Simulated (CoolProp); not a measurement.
R1336mzz(E) along the isotherm 136.85 °C: fugacity coefficient from the reference equation and from simpler models built on Tc = 130.4 °C, pc = 2779 kPa, ω = 0.413; each cubic takes its own stable root.

The numbers come from the reference Helmholtz-energy equation of state, Akasaka 2023 in CoolProp.

| p (kPa) | phase | reference | van der Waals | Soave-Redlich-Kwong | Peng-Robinson |
|---|---|---|---|---|---|
| 713 | gas | 0.9144 | 0.9271 | 0.9188 | 0.9100 |
| 1430 | gas | ___ | 0.8541 | 0.8392 | 0.8236 |
| 2140 | gas | 0.7502 | ___ | 0.7613 | ___ |
| 2850 | supercritical | 0.6678 | ___ | 0.6814 | 0.6577 |
| 3560 | supercritical | 0.5734 | 0.6075 | 0.5917 | 0.5680 |
| 4280 | supercritical | 0.4983 | 0.5382 | 0.5204 | 0.4971 |
| 4990 | supercritical | 0.4449 | 0.4894 | 0.4692 | 0.4461 |
| 5700 | supercritical | 0.4047 | 0.4530 | 0.4305 | 0.4074 |

Q: What belongs in the gaps?

A: 
- 1430, reference: 0.8311
- 2140, van der Waals: 0.7807
- 2140, Peng-Robinson: 0.7407
- 2850, van der Waals: 0.7017
